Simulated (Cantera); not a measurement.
Mixture: 10.3 % CH4, 18.8 % O2, 70.6 % N2, 0.299 % C2H6, equivalence ratio 1.2, at 7500 Torr, adiabatic and at constant volume. Ignition delay is the time to a rise of 400 K.

Model: GRI-Mech 3.0 (53 species, 325 reactions), integrated in Cantera.

Question: Predict: delay at 1250 K; delay at 1300 K; delay at 1350 K; delay at 1400 K; delay at 1450 K; delay at 1500 K; delay at 1550 K; apparent activation energy between 1450 and 1550 K.

Answer: 
```json
{
  "delay at 1250 K": "1.41 ms",
  "delay at 1300 K": "0.830 ms",
  "delay at 1350 K": "0.494 ms",
  "delay at 1400 K": "0.297 ms",
  "delay at 1450 K": "0.180 ms",
  "delay at 1500 K": "0.111 ms",
  "delay at 1550 K": "69.6 µs",
  "apparent activation energy between 1450 and 1550 K": "180 kJ/mol"
}
```
